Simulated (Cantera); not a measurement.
A perfectly stirred reactor is fed with CO : O₂ : H₂O : N₂ = 0.0099 : 0.041 : 0.00025 : 1 (molar parts), equivalence ratio 0.12, at 7.00 bar; it is held at 1025 K, and followed from long to short residence time.

Model: GRI-Mech 3.0 (53 species, 325 reactions), integrated in Cantera.

Task: Predict: x(CO) at τ = 11.0 s; x(O₂) at τ = 11.0 s; x(H₂O) at τ = 11.0 s; x(H₂O₂) at τ = 11.0 s; x(CO) at τ = 68.0 ms; x(O₂) at τ = 68.0 ms; x(H₂O) at τ = 68.0 ms.

Result: 
```json
{
  "x(CO) at τ = 11.0 s": "0.00507",
  "x(O₂) at τ = 11.0 s": "0.0369",
  "x(H₂O) at τ = 11.0 s": "0.000238",
  "x(H₂O₂) at τ = 11.0 s": "9.36e-9",
  "x(CO) at τ = 68.0 ms": "0.00941",
  "x(O₂) at τ = 68.0 ms": "0.0390",
  "x(H₂O) at τ = 68.0 ms": "0.000238"
}
```
